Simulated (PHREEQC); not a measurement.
Consider water at 25 °C with 0.035 mol/kgw CuCl2, 0.022 mol/kgw HCl and 0.0021 mol/kgw Zn(NO3)2. Closed to the air; pH follows from the charge balance.

Equilibrium calculation in PHREEQC: ion-association model, phreeqc.dat.

The ionic strength comes out as 0.127 mol/kgw. What activity coefficients do Cu+2, CuCl+, Zn+2, NO3-, Cl- get?

Cu+2 0.37, CuCl+ 0.75, Zn+2 0.35, NO3- 0.73, Cl- 0.75.

No solid was allowed to form.
